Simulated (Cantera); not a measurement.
Cantera run:

```python
import numpy as np
import cantera as ct

gas_names = """
    C CO CO2 C2 C2O C3 C3O2 C4 C5 O O2 O3 Si SiC SiC2 SiO SiO2 Si2 Si2C Si3
""".split()
cond_names = """
    C(gr) Si(cr) Si(L) SiC(b) SiO2(Lqz) SiO2(hqz) SiO2(L)
""".split()


# ... load() reads the species with a 1 bar reference pressure and builds the phases ...
atoms = {
    'SiO2': {'Si': 1, 'O': 2},
    'C': {'C': 1},
    'CO': {'C': 1, 'O': 1},
}
top_T = {'C(gr)': 4500, 'SiC(b)': 3050}  # K; cautious upper limits of use, not melting points


# ... equilibrate(T, P, feed) seeds the gas with the atoms and calls Mixture.equilibrate('TP', solver="vcs", rtol=1e-11, max_steps=5000) ...
results = []
feed = {'SiO2': 1, 'C': 0.38, 'CO': 1.3}  # mol
T = 825  # K
P = 10000  # Pa
mix = equilibrate(T, P, feed)
results.append((T, P, feed, dict(zip(mix.species_names, mix.species_moles))))
x = sorted(zip(gas.X, gas.species_names), reverse=True)
print(f"T = {T:g} K  P = {P:g} Pa  gas = {mix.phase_moles(0):.4g} mol")
print("   x: " + "  ".join(f"{s} {v:.3e}" for v, s in x if v > 1e-06))
print("   condensed (mol): " + ("  ".join(f"{mix.phase(i).name} {mix.phase_moles(i):.4g}"
      for i in range(1, mix.n_phases) if mix.phase_moles(i) > 1e-12) or "none"))
```

Result:

```
T = 825 K  P = 10000 Pa  gas = 0.799 mol
   x: CO2 6.269e-01  CO 3.731e-01
   condensed (mol): C(gr) 0.881  SiO2(Lqz) 1
```

These are equilibrium values from Cantera (NASA tables, ideal gas, pure condensed phases), not measurements of a reactor.
